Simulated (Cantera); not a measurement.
Input (Python, Cantera):

```python
import numpy as np
import cantera as ct

gas = ct.Solution("gri30.yaml")
gas.TPX = 1775, 38000, {'NO': 1, 'N2': 0.11}
inlet = ct.Reservoir(gas, clone=True)

reactor = ct.IdealGasConstPressureReactor(gas, energy="off", clone=False)
exhaust = ct.Reservoir(gas, clone=True)
tau = [4.1, 1.6, 0.62, 0.24, 0.093, 0.036, 0.014, 0.0054, 0.0021, 0.00081][0]
for a, b in ((inlet, reactor), (reactor, exhaust)):
    ct.MassFlowController(a, b, mdot=lambda t: reactor.mass / tau)
net = ct.ReactorNet([reactor])
show = ['NO', 'O2', 'O', 'N2', 'NO2']

rows = []
print(f"{'tau/s':>10s}{'T/K':>9s}" + "".join(f"{s:>11s}" for s in show))
for tau in [4.1, 1.6, 0.62, 0.24, 0.093, 0.036, 0.014, 0.0054, 0.0021, 0.00081]:
    net.initial_time = 0.0
    net.advance(30 * tau)
    before = gas.X
    net.advance(40 * tau)
    drift = np.max(np.abs(gas.X - before) / (gas.X + 1e-9))
    rows.append([gas.T, *gas[show].X, drift])
    print(f"{tau:10.3e}{gas.T:9.1f}" + "".join(f"{x:11.3e}" for x in gas[show].X))
```

Output:

```
     tau/s      T/K         NO         O2          O         N2        NO2
 4.100e+00   1775.0  6.294e-01  1.350e-01  5.993e-05  2.346e-01  8.260e-04
 1.600e+00   1775.0  7.570e-01  7.129e-02  4.543e-05  1.707e-01  7.353e-04
 6.200e-01   1775.0  8.354e-01  3.220e-02  3.334e-05  1.315e-01  5.755e-04
 2.400e-01   1775.0  8.737e-01  1.316e-02  2.522e-05  1.124e-01  4.371e-04
 9.300e-02   1775.0  8.901e-01  5.057e-03  2.055e-05  1.042e-01  3.491e-04
 3.600e-02   1775.0  8.966e-01  1.812e-03  1.781e-05  1.010e-01  2.951e-04
 1.400e-02   1775.0  8.992e-01  5.747e-04  1.548e-05  9.971e-02  2.475e-04
 5.400e-03   1775.0  9.002e-01  1.393e-04  1.239e-05  9.927e-02  1.827e-04
 2.100e-03   1775.0  9.006e-01  2.253e-05  8.530e-06  9.914e-02  1.028e-04
 8.100e-04   1775.0  9.008e-01  2.655e-06  5.360e-06  9.911e-02  4.232e-05
```

Detailed kinetics in Cantera: GRI-Mech 3.0 (53 species, 325 reactions).
